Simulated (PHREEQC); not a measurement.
Consider water at 45 °C with 0.0315 mol/kgw KOH and 0.0064 mol/kgw KH2PO4. Closed to the air; pH follows from the charge balance.

Computed with PHREEQC (ion-association model, phreeqc.dat).

No solid was allowed to form.

Problem. What pH, ionic strength does the model give?

Solution. pH 11.65; ionic strength 0.0499 mol/kgw.

Problem. In which forms is P present?

Solution. HPO4-2 53 %, PO4-3 46 %, KHPO4- 1.7 % of the P.

At this temperature some constants are extrapolated from 25 °C, and those without enthalpy data are left unchanged.
